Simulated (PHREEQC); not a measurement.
Synthetic water in mg/L, 25 °C, pH 5.89, pe 11.2:

```tsv
constituent	mg/L
Na	2.61
K	0.542
Ca	0.505
Mg	0.637
Cl	1.24
S(6) as SO4	0.659
Alkalinity as HCO3	9.66
Pb	0.0408
N(5) as NO3	0.00142
```

Valence states are taken as typed.

The numbers come from PHREEQC with the ion-association model, phreeqc.dat.

| quantity | before | after |
|---|---|---|
| CO2 (mol/kgw) | 0.000454 | 0.000226 |
| HCO3- (mol/kgw) | 0.000160 | 0.000159 |
| Pb+2 (mol/kgw) | 1.60e-7 | 1.48e-7 |
| MgHCO3+ (mol/kgw) | 4.53e-8 | 4.51e-8 |
| MgSO4 (mol/kgw) | 3.60e-8 | 3.60e-8 |
| CaHCO3+ (mol/kgw) | 2.38e-8 | 2.37e-8 |
| SI of Pb(OH)2 (Pb(OH)2) | -3.20 | -2.63 |
| SI of Anglesite (PbSO4) | -4.24 | -4.27 |

Question: What was changed between the two runs?
A. pH from 5.89 to 6.39 at the same alkalinity
B. pH from 5.89 to 6.19 at the same alkalinity
C. temperature from 25 to 90 °C at the same typed pH
D. Alkalinity from 9.66 to 29 mg/L

Answer: B, pH from 5.89 to 6.19 at the same alkalinity

Precipitation was switched off in this run.
